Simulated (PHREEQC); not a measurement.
Solution (25 °C): 0.085 mol H2SO4, 0.062 mol Al(NO3)3 and 0.00016 mol H3BO3 per kg of water. Closed to the air; pH follows from the charge balance.

Equilibrium calculation in PHREEQC: ion-association model, phreeqc.dat.

The pH is 0.98. The ionic strength comes out as 0.336 mol/kgw, the activity of water is 0.993 and the density is 1.012 g/cm³. The total alkalinity comes out as -170 meq/kg.

| species | molality | activity | log γ |
|---|---|---|---|
| NO3- | 0.186 | 0.121 | -0.188 |
| H+ | 0.134 | 0.104 | -0.109 |
| HSO4- | 0.0358 | 0.0262 | -0.136 |
| AlSO4+ | 0.0324 | 0.0225 | -0.159 |
| Al+3 | 0.0262 | 0.00274 | -0.981 |
| SO4-2 | 0.0108 | 0.00259 | -0.619 |
| Al(SO4)2- | 0.00266 | 0.00184 | -0.159 |
| AlHSO4+2 | 0.000722 | 0.000207 | -0.543 |
| H3BO3 | 0.000160 | 0.000173 | 0.034 |
| AlOH+2 | 9.96e-7 | 2.60e-7 | -0.583 |

No solid was allowed to form.
